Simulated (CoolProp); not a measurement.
Vapour-liquid equilibrium of CH2F2 (R32) (1) + R236FA (2) at 0.191 bar; x and y are mole fractions of (1).

Computed with CoolProp (multi-fluid Helmholtz-energy mixture model, Tillner-Roth 1997 and Pan 2012; pair parameters Bell 2016).

### Question
Give the bubble temperature and the first vapour's composition at x = 0.05, 0.2, 0.95. Is there an azeotrope?

### Answer
x = 0.05: -43.6 °C, y = 0.412; x = 0.2: -58.7 °C, y = 0.823; x = 0.95: -79.0 °C, y = 0.997. No azeotrope shows between x = 0.05 and 0.95.

Pair parameters are fitted to limited data, so mixtures are less certain than the pure fluids.
